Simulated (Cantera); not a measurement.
Mixture: 8.23 % CH3OH, 19.3 % O2, 72.5 % N2, at 750 Torr, adiabatic and at constant pressure. Ignition delay is the time to a rise of 400 K.

Cantera simulation using GRI-Mech 3.0 (53 species, 325 reactions); the numbers are that mechanism's predictions, not measurements. GRI-Mech 3.0 was tuned for natural gas; its chemistry of methanol as a main component is partial and can be far from experiment.

Predict: delay at 1150 K; delay at 1200 K; delay at 1250 K; delay at 1300 K; delay at 1350 K; delay at 1400 K; delay at 1450 K; apparent activation energy between 1350 and 1450 K.


```
Item                                                    Result
--------------------------------------------------  ----------
delay at 1150 K                                        24.9 ms
delay at 1200 K                                        10.6 ms
delay at 1250 K                                        4.86 ms
delay at 1300 K                                        2.40 ms
delay at 1350 K                                        1.27 ms
delay at 1400 K                                       0.713 ms
delay at 1450 K                                       0.424 ms
apparent activation energy between 1350 and 1450 K  180 kJ/mol
```
